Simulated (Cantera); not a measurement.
## Adiabatic ignition

An adiabatic, constant-pressure homogeneous reactor starts with 10.2 % CH₃OH, 18.9 % O₂, 70.9 % N₂, at 1598 K and 21800 Torr.

Cantera simulation using GRI-Mech 3.0 (53 species, 325 reactions); the numbers are that mechanism's predictions, not measurements. GRI-Mech 3.0 was tuned for natural gas; its chemistry of methanol as a main component is partial and can be far from experiment. The pressure lies above the range GRI-Mech 3.0 was tuned for (to about 10 atm).

```json
[
 {"t (s)": "1.00e-6", "T (K)": "1598", "x CH₃OH": "0.101", "x O₂": "0.188", "x HCN": "<1e-12", "x CO₂": "1.45e-5", "x NO": "<1e-12", "x N₂O": "3.20e-9", "x C₂H₂": "9.24e-11"},
 {"t (s)": "2.51e-6", "T (K)": "1602", "x CH₃OH": "0.0986", "x O₂": "0.187", "x HCN": "1.82e-12", "x CO₂": "3.83e-5", "x NO": "2.59e-12", "x N₂O": "2.10e-8", "x C₂H₂": "2.76e-10"},
 {"t (s)": "6.31e-6", "T (K)": "2005", "x CH₃OH": "0.0126", "x O₂": "0.120", "x HCN": "3.98e-9", "x CO₂": "0.00443", "x NO": "1.11e-8", "x N₂O": "5.68e-7", "x C₂H₂": "8.63e-8"},
 {"t (s)": "1.58e-5", "T (K)": "2912", "x CH₃OH": "<1e-12", "x O₂": "0.0390", "x HCN": "7.69e-10", "x CO₂": "0.0777", "x NO": "0.00128", "x N₂O": "3.89e-6", "x C₂H₂": "<1e-12"},
 {"t (s)": "3.98e-5", "T (K)": "2908", "x CH₃OH": "<1e-12", "x O₂": "0.0376", "x HCN": "1.05e-9", "x CO₂": "0.0777", "x NO": "0.00426", "x N₂O": "3.89e-6", "x C₂H₂": "<1e-12"},
 {"t (s)": "0.000100", "T (K)": "2900", "x CH₃OH": "<1e-12", "x O₂": "0.0353", "x HCN": "1.52e-9", "x CO₂": "0.0777", "x NO": "0.00942", "x N₂O": "3.96e-6", "x C₂H₂": "<1e-12"},
 {"t (s)": "0.000251", "T (K)": "2893", "x CH₃OH": "<1e-12", "x O₂": "0.0332", "x HCN": "1.93e-9", "x CO₂": "0.0777", "x NO": "0.0140", "x N₂O": "4.11e-6", "x C₂H₂": "<1e-12"},
 {"t (s)": "0.000631", "T (K)": "2891", "x CH₃OH": "<1e-12", "x O₂": "0.0327", "x HCN": "2.01e-9", "x CO₂": "0.0777", "x NO": "0.0150", "x N₂O": "4.15e-6", "x C₂H₂": "<1e-12"},
 {"t (s)": "0.00158", "T (K)": "2891", "x CH₃OH": "<1e-12", "x O₂": "0.0327", "x HCN": "2.02e-9", "x CO₂": "0.0777", "x NO": "0.0150", "x N₂O": "4.16e-6", "x C₂H₂": "<1e-12"},
 {"t (s)": "0.00398", "T (K)": "2891", "x CH₃OH": "<1e-12", "x O₂": "0.0327", "x HCN": "2.02e-9", "x CO₂": "0.0777", "x NO": "0.0150", "x N₂O": "4.16e-6", "x C₂H₂": "<1e-12"},
 {"t (s)": "0.0100", "T (K)": "2891", "x CH₃OH": "<1e-12", "x O₂": "0.0327", "x HCN": "2.02e-9", "x CO₂": "0.0777", "x NO": "0.0150", "x N₂O": "4.16e-6", "x C₂H₂": "<1e-12"},
 {"t (s)": "0.0251", "T (K)": "2891", "x CH₃OH": "<1e-12", "x O₂": "0.0327", "x HCN": "2.02e-9", "x CO₂": "0.0777", "x NO": "0.0150", "x N₂O": "4.16e-6", "x C₂H₂": "<1e-12"},
 {"t (s)": "0.0631", "T (K)": "2891", "x CH₃OH": "<1e-12", "x O₂": "0.0327", "x HCN": "2.02e-9", "x CO₂": "0.0777", "x NO": "0.0150", "x N₂O": "4.16e-6", "x C₂H₂": "<1e-12"},
 {"t (s)": "0.158", "T (K)": "2891", "x CH₃OH": "<1e-12", "x O₂": "0.0327", "x HCN": "2.02e-9", "x CO₂": "0.0777", "x NO": "0.0150", "x N₂O": "4.16e-6", "x C₂H₂": "<1e-12"},
 {"t (s)": "0.398", "T (K)": "2891", "x CH₃OH": "<1e-12", "x O₂": "0.0327", "x HCN": "2.02e-9", "x CO₂": "0.0777", "x NO": "0.0150", "x N₂O": "4.16e-6", "x C₂H₂": "<1e-12"},
 {"t (s)": "1.00", "T (K)": "2891", "x CH₃OH": "<1e-12", "x O₂": "0.0327", "x HCN": "2.02e-9", "x CO₂": "0.0777", "x NO": "0.0150", "x N₂O": "4.16e-6", "x C₂H₂": "<1e-12"}
]
```
x: mole fraction; the columns are a selection and need not sum to one.

| Item | Result |
|---|---|
| time of steepest temperature rise | 6.57 µs |
| temperature at 1.00 s | 2891 K |
| equilibrium temperature | 2891 K |
| x(CH₃OH) at 1.00 s | <1e-12 (gas-phase equilibrium <1e-12) |
| x(O₂) at 1.00 s | 0.0327 (gas-phase equilibrium 0.0327) |
| x(HCN) at 1.00 s | 2.02e-9 (gas-phase equilibrium 2.02e-9) |
